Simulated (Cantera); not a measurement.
An adiabatic, constant-pressure homogeneous reactor starts with CO : H2 : O2 : N2 : H2O = 1 : 0.17 : 0.713 : 2.68 : 0.14 (molar parts), at 1475 K and 8.30 bar.

Computed with Cantera and GRI-Mech 3.0 (53 species, 325 reactions). The hydrogen kinetics of GRI-Mech 3.0 are dated; newer H2 mechanisms differ, most at raised pressure.

x: mole fraction; the columns are a selection and need not sum to one.

| t (s) | T (K) | x CO | x H2 | x O2 | x NO2 | x H2O2 | x CO2 | x N2O |
|---|---|---|---|---|---|---|---|---|
| 3.00e-6 | 1482 | 0.212 | 0.0345 | 0.150 | 7.65e-12 | 6.06e-6 | 0.000725 | 7.21e-9 |
| 8.58e-6 | (withheld) | (withheld) | (withheld) | (withheld) | (withheld) | (withheld) | (withheld) | (withheld) |
| 2.45e-5 | 2772 | 0.0590 | 0.00292 | 0.0547 | 6.65e-7 | 4.66e-7 | 0.174 | 1.95e-6 |
| 7.02e-5 | 2839 | 0.0512 | 0.00250 | 0.0505 | 2.25e-6 | 5.50e-7 | 0.184 | 2.08e-6 |
| 0.000201 | 2834 | 0.0510 | 0.00250 | 0.0485 | 6.11e-6 | 5.36e-7 | 0.184 | 2.09e-6 |
| 0.000574 | 2826 | 0.0508 | 0.00251 | 0.0456 | 1.14e-5 | 5.14e-7 | 0.184 | 2.18e-6 |
| 0.00164 | 2822 | 0.0508 | 0.00251 | 0.0444 | 1.35e-5 | 5.05e-7 | 0.184 | 2.23e-6 |
| 0.00470 | 2822 | 0.0508 | 0.00251 | 0.0443 | 1.36e-5 | 5.05e-7 | 0.184 | 2.23e-6 |
| 0.0134 | 2822 | 0.0508 | 0.00251 | 0.0443 | 1.36e-5 | 5.05e-7 | 0.184 | 2.23e-6 |
| 0.0385 | 2822 | 0.0508 | 0.00251 | 0.0443 | 1.36e-5 | 5.05e-7 | 0.184 | 2.23e-6 |
| 0.110 | 2822 | 0.0508 | 0.00251 | 0.0443 | 1.36e-5 | 5.05e-7 | 0.184 | 2.23e-6 |
| 0.315 | 2822 | 0.0508 | 0.00251 | 0.0443 | 1.36e-5 | 5.05e-7 | 0.184 | 2.23e-6 |
| 0.900 | 2822 | 0.0508 | 0.00251 | 0.0443 | 1.36e-5 | 5.05e-7 | 0.184 | 2.23e-6 |

Problem. What belongs in the gaps?

Solution. 
- 8.58e-6, T (K): 2331
- 8.58e-6, x CO: 0.0996
- 8.58e-6, x H2: 0.00540
- 8.58e-6, x O2: 0.0714
- 8.58e-6, x NO2: 9.94e-8
- 8.58e-6, x H2O2: 6.62e-7
- 8.58e-6, x CO2: 0.126
- 8.58e-6, x N2O: 1.40e-6
